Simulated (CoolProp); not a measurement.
n-nonane along the isotherm 326.85 °C: density (kg/m³) from the reference equation and from simpler models built on Tc = 321.4 °C, pc = 2282 kPa, ω = 0.443; each cubic takes its own stable root.

Values from CoolProp's reference Helmholtz-energy equation of state, Lemmon 2006. It is a short technical equation, of lower accuracy than the large ones.

```json
[
 {"p (kPa)": "1630", "phase": "gas", "reference": "60.85"},
 {"p (kPa)": "3260", "phase": "supercritical", "reference": "372.4"},
 {"p (kPa)": "4890", "phase": "supercritical", "reference": "415.6"},
 {"p (kPa)": "6520", "phase": "supercritical", "reference": "438.0"},
 {"p (kPa)": "8150", "phase": "supercritical", "reference": "453.8"},
 {"p (kPa)": "9780", "phase": "supercritical", "reference": "466.2"},
 {"p (kPa)": "11400", "phase": "supercritical", "reference": "476.4"},
 {"p (kPa)": "13000", "phase": "supercritical", "reference": "485.1"},
 {"p (kPa)": "14700", "phase": "supercritical", "reference": "493.2"},
 {"p (kPa)": "16300", "phase": "supercritical", "reference": "500.1"},
 {"p (kPa)": "17900", "phase": "supercritical", "reference": "506.3"},
 {"p (kPa)": "19600", "phase": "supercritical", "reference": "512.4"},
 {"p (kPa)": "21200", "phase": "supercritical", "reference": "517.6"},
 {"p (kPa)": "22800", "phase": "supercritical", "reference": "522.6"}
]
```

**Question.** How far does each simpler model (ideal gas, van der Waals, Redlich-Kwong, Soave-Redlich-Kwong, Peng-Robinson) lie from the reference over these 14 states: mean and median of the absolute difference, and the worst?

**Answer.** 
- ideal gas: mean 34.1 %, median 31.1 %, worst -77.5 % at 326.85 °C and 3260 kPa
- van der Waals: mean 30.1 %, median 31.4 %, worst -34.2 % at 326.85 °C and 3260 kPa
- Redlich-Kwong: mean 12.6 %, median 11.9 %, worst -21.9 % at 326.85 °C and 3260 kPa
- Soave-Redlich-Kwong: mean 13.0 %, median 12.1 %, worst -23.1 % at 326.85 °C and 3260 kPa
- Peng-Robinson: mean 3.9 %, median 2.3 %, worst -15.1 % at 326.85 °C and 3260 kPa
